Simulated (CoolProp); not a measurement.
Vapour-liquid equilibrium of p-xylene (1) + n-decane (2) at 0.0253 MPa; x and y are mole fractions of (1).

Model: multi-fluid Helmholtz-energy mixture model, Zhou 2012 and Lemmon 2006; pair parameters Bell 2016, in CoolProp.

| x | bubble temperature, mixture model (°C) | bubble temperature, Raoult's law (°C) | y, mixture model | y, Raoult's law |
|---|---|---|---|---|
| 0.05 | … | 123.9 | 0.142 | 0.134 |
| 0.15 | … | 118.9 | 0.359 | 0.347 |
| 0.25 | 113.6 | 114.6 | 0.516 | 0.507 |
| 0.35 | … | 110.7 | 0.633 | 0.629 |
| 0.45 | … | 107.2 | 0.723 | 0.724 |
| 0.55 | … | 104.1 | 0.795 | 0.800 |
| 0.65 | … | 101.3 | 0.853 | 0.861 |
| 0.75 | … | 98.7 | … | 0.910 |
| 0.85 | 96.1 | 96.3 | 0.946 | 0.951 |
| 0.95 | 94.1 | 94.1 | 0.983 | 0.985 |

**Question.** What belongs in the gaps?

**Answer.** 
- 0.05, bubble temperature, mixture model (°C): 123.5
- 0.15, bubble temperature, mixture model (°C): 118.1
- 0.35, bubble temperature, mixture model (°C): 109.7
- 0.45, bubble temperature, mixture model (°C): 106.4
- 0.55, bubble temperature, mixture model (°C): 103.4
- 0.65, bubble temperature, mixture model (°C): 100.8
- 0.75, bubble temperature, mixture model (°C): 98.4
- 0.75, y, mixture model: 0.903

The largest gap from Raoult's law is -1.0 K in bubble temperature, at x = 0.35. No azeotrope shows between x = 0.05 and 0.95.

Pair parameters are fitted to limited data, so mixtures are less certain than the pure fluids.
